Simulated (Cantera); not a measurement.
Charge: 1 mol TiO2, 0.12 mol MgCl2, 0.7 mol O2, equilibrated at 1327 °C and 0.113 Torr.

Equilibrium computed with Cantera from the NASA thermochemical tables; the gas is ideal and each condensed phase is pure. Candidate condensed phases: Mg, MgCl2, MgO, MgTiO3, MgTi2O5, Mg2TiO4, Ti, TiCl2, TiCl3, TiCl4, TiO, TiO2, Ti2O3, Ti3O5, Ti4O7; 20 gas species. Mutual solubility and eutectic melting of coexisting phases are not modelled. Condensed phases not in the tables: alloys, solid solutions and most ternary compounds. The numbers say what is thermodynamically allowed, not how fast it happens.

Base state: O2 0.730, Cl 0.264, MgCl2 0.00388, O 0.00101, Cl2 0.000865, ClO 6.02e-5 (mole fractions); condensed: MgTi2O5(s) + TiO2(rutile).

### Question
What changes in the equilibrium state with this change: temperature from 1327 °C to 2300 °C?

### Answer
```csv
species,before,after
O,0.00101,0.432
TiO2,1.47e-7,0.320
Cl,0.264,0.0884
O2,0.730,0.0663
TiO,<1e-9,0.0489
Mg,4.60e-9,0.0440
MgO,<1e-9,0.000250
Ti,<1e-9,2.78e-5
TiOCl,<1e-9,1.88e-5
Cl2,0.000865,7.06e-8
MgCl2,0.00388,7.75e-7
"MgTi2O5(s), mol",0.117,0
"TiO2(rutile), mol",0.767,0
```
The tables' values for TiOCl are old estimates; treat these amounts as uncertain.

### Question
What changes in the equilibrium state with this change: TiO2 replaced by SiO2?

### Answer
| species | before | after |
|---|---|---|
| O2 | 0.730 | 0.730 |
| Cl | 0.264 | 0.264 |
| MgCl2 | 0.00388 | 0.00358 |
| Cl2 | 0.000865 | 0.000868 |
| ClO | 6.02e-5 | 6.03e-5 |
| O | 0.00101 | 0.00101 |
| MgTi2O5(s), mol | 0.117 | 0 |
| TiO2(rutile), mol | 0.767 | 0 |
| MgSiO3(s), mol | 0 | 0.117 |
| SiO2(β-quartz), mol | 0 | 0.883 |
The tables hold silica as quartz up to 1696 K and as liquid above; real silica turns to tridymite and cristobalite and melts near 1996 K. Further candidate phases: MgSiO3, Mg2SiO4, Si, SiO2.
